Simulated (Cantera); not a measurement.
What does this Cantera script print?

```python
import numpy as np
import cantera as ct

gas_names = """
    H2 HF
""".split()
cond_names = """
    CuF2(s) CuF2(L) Cu(cr) Cu(L)
""".split()


def load(file, names, dense=False):
    # The tables refer to 1 bar. Condensed volumes are neglected.
    table = {s.name: s for s in ct.Species.list_from_file(file)}
    out = []
    for n in names:
        d = dict(table[n].input_data)
        d["thermo"] = dict(d["thermo"], **{"reference-pressure": 1e5})
        if dense:
            d["equation-of-state"] = {"model": "constant-volume", "density": "1e6 g/cm^3"}
        out.append(ct.Species.from_dict(d))
    return out


species = {s.name: s for s in load("nasa_gas.yaml", gas_names) + load("nasa_condensed.yaml", cond_names)}
# Each term lists the table entries of one substance; the one whose range holds T is used.
reactions = {
    'H2(g) + CuF2 = 2 HF(g) + Cu':
        [(-1, ['H2']), (-1, ['CuF2(s)', 'CuF2(L)']), (2, ['HF']), (1, ['Cu(cr)', 'Cu(L)'])],
}


def pick(names, T):
    return next(species[n] for n in names if species[n].thermo.min_temp <= T <= species[n].thermo.max_temp)


results = []
for label, terms in reactions.items():
    print(label)
    print("     T/K   dH/kJ  dS/(J/K)   dG/kJ   log10 K")
    for T in [1975, 2075, 2175, 2275, 2375, 2475, 2575]:
        used = [(nu, pick(names, T)) for nu, names in terms]
        dH = sum(nu * s.thermo.h(T) for nu, s in used) / 1e6
        dS = sum(nu * s.thermo.s(T) for nu, s in used) / 1e3
        dG = dH - T * dS / 1e3
        logK = -dG * 1e6 / (ct.gas_constant * T * np.log(10))
        results.append((label, T, dH, dS, dG, logK, [s.name for _, s in used]))
        print(f"{T:8g} {dH:8.1f} {dS:8.1f} {dG:8.1f} {logK:8.2f}")
```

It prints:

```
H2(g) + CuF2 = 2 HF(g) + Cu
     T/K   dH/kJ  dS/(J/K)   dG/kJ   log10 K
    1975   -100.7     79.9   -258.5     6.84
    2075   -104.1     78.3   -266.4     6.71
    2175   -107.4     76.7   -274.2     6.58
    2275   -110.7     75.2   -281.8     6.47
    2375   -114.1     73.8   -289.2     6.36
    2475   -117.3     72.4   -296.5     6.26
    2575   -120.6     71.1   -303.7     6.16
```

Standard-state values (1 bar) from the NASA 1993 polynomials, evaluated with Cantera. Condensed species are held in their standard states even where they would react or evaporate.
